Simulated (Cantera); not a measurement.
An adiabatic, constant-pressure homogeneous reactor starts with CH4 : H2 : O2 : N2 = 1 : 1.1 : 2.63 : 9.88 (molar parts), equivalence ratio 0.97, at 1075 K and 0.247 atm.

Detailed kinetics in Cantera: GRI-Mech 3.0 (53 species, 325 reactions).

One state of this run: T (K) = 2513; x CH4 = <1e-12; x H2 = 0.0171; x O2 = 0.0190; x N2O = 1.69e-7; x C2H = <1e-12. x: mole fraction; the columns are a selection and need not sum to one.

Question: Which value of t (s) does it belong to?
A. 5.49e-6
B. 0.000311
C. 0.00234
D. 0.133

Answer: D, 0.133
